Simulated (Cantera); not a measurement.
An isothermal, constant-pressure homogeneous reactor starts with CH₄ : H₂ = 0.0023 : 1 (molar parts), at 1848 K and 1100 Pa. Integrator tolerance rtol = 1e-08.

Cantera simulation using GRI-Mech 3.0 (53 species, 325 reactions); the numbers are that mechanism's predictions, not measurements. GRI-Mech 3.0 stops at C3 and has no aromatics, soot or wall deposition, so with more carbon than oxygen in the feed, carbon stays in small species such as C2H2 where larger ones or solid carbon would form. Radical loss at walls, strong at low pressure, is not modelled.

Problem. What does this change do: H2 1 to 0.15 parts?

Solution. 
```csv
quantity,before,after
x(CH₄) at 2.00 s,0.000684 (gas-phase equilibrium 1.50e-5),0.000762 (gas-phase equilibrium 3.79e-5)
x(H₂) at 2.00 s,0.994 (gas-phase equilibrium 0.994),0.987 (gas-phase equilibrium 0.987)
x(C₂H₂) at 2.00 s,0.000768 (gas-phase equilibrium 0.00113),0.00701 (gas-phase equilibrium 0.00740)
x(CH₂) at 2.00 s,3.47e-7 (gas-phase equilibrium 9.15e-9),4.05e-7 (gas-phase equilibrium 2.33e-8)
x(CH₃) at 2.00 s,6.42e-5 (gas-phase equilibrium 1.53e-6),7.34e-5 (gas-phase equilibrium 3.89e-6)
x(C₂H₄) at 2.00 s,2.86e-7 (gas-phase equilibrium 2.08e-7),1.49e-6 (gas-phase equilibrium 1.35e-6)
x(H) at 2.00 s,0.00465 (gas-phase equilibrium 0.00508),0.00474 (gas-phase equilibrium 0.00506)
```

Problem. What does this change do: CH4 0.0023 to 0.022 parts?

Solution. 
| quantity | before | after |
|---|---|---|
| x(CH₄) at 2.00 s | 0.000684 (gas-phase equilibrium 1.50e-5) | 0.000770 (gas-phase equilibrium 4.49e-5) |
| x(H₂) at 2.00 s | 0.994 (gas-phase equilibrium 0.994) | 0.984 (gas-phase equilibrium 0.984) |
| x(C₂H₂) at 2.00 s | 0.000768 (gas-phase equilibrium 0.00113) | 0.0101 (gas-phase equilibrium 0.0105) |
| x(CH₂) at 2.00 s | 3.47e-7 (gas-phase equilibrium 9.15e-9) | 4.14e-7 (gas-phase equilibrium 2.77e-8) |
| x(CH₃) at 2.00 s | 6.42e-5 (gas-phase equilibrium 1.53e-6) | 7.46e-5 (gas-phase equilibrium 4.62e-6) |
| x(C₂H₄) at 2.00 s | 2.86e-7 (gas-phase equilibrium 2.08e-7) | 2.06e-6 (gas-phase equilibrium 1.91e-6) |
| x(H) at 2.00 s | 0.00465 (gas-phase equilibrium 0.00508) | 0.00475 (gas-phase equilibrium 0.00505) |
